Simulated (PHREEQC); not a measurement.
Dissolve 0.0013 mol/kgw AlCl3 and 0.00021 mol/kgw BaBr2 at 40 °C. Closed to the air; pH follows from the charge balance.

Equilibrium calculation in PHREEQC: ion-association model, phreeqc.dat.

No solid was allowed to form.

Estimate the pH.

pH 3.82.

In which forms is Al present?

Al+3 89 %, AlOH+2 10 %, Al(OH)2+ 1.3 % of the Al.

Examples of supersaturated solids here: Gibbsite (slow to form). Others may be too. Away from 25 °C the constants follow the database's enthalpies or fits; those with neither stay at their 25 °C values.
